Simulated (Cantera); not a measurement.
An isothermal, constant-pressure homogeneous reactor starts with H2 : O2 : N2 = 1.5 : 1 : 0.51 (molar parts), at 1325 K and 100000 Pa. Integrator tolerance rtol = 1e-08.

Model: GRI-Mech 3.0 (53 species, 325 reactions), integrated in Cantera. The temperature is held fixed by assumption; the heat of reaction is taken as removed at once.

Q: What does this change do: temperature 1325 to 873 K?

A: 
```json
[
 {"quantity": "x(H2) at 2.00 s", "before": "2.70e-7 (gas-phase equilibrium 2.70e-7)", "after": "0.438 (gas-phase equilibrium 2.31e-12)"},
 {"quantity": "x(O2) at 2.00 s", "before": "0.111 (gas-phase equilibrium 0.111)", "after": "0.304 (gas-phase equilibrium 0.111)"},
 {"quantity": "x(H) at 2.00 s", "before": "8.55e-10 (gas-phase equilibrium 8.55e-10)", "after": "7.87e-8 (gas-phase equilibrium <1e-12)"},
 {"quantity": "x(HO2) at 2.00 s", "before": "7.53e-8 (gas-phase equilibrium 7.52e-8)", "after": "4.74e-5 (gas-phase equilibrium 1.45e-10)"},
 {"quantity": "x(NO) at 2.00 s", "before": "4.89e-6 (gas-phase equilibrium 0.000181)", "after": "<1e-12 (gas-phase equilibrium 2.47e-6)"},
 {"quantity": "x(NO2) at 2.00 s", "before": "3.47e-8 (gas-phase equilibrium 1.29e-6)", "after": "<1e-12 (gas-phase equilibrium 2.65e-7)"}
]
```
Below about 950 K walls govern HO2 and H2O2 in real vessels.
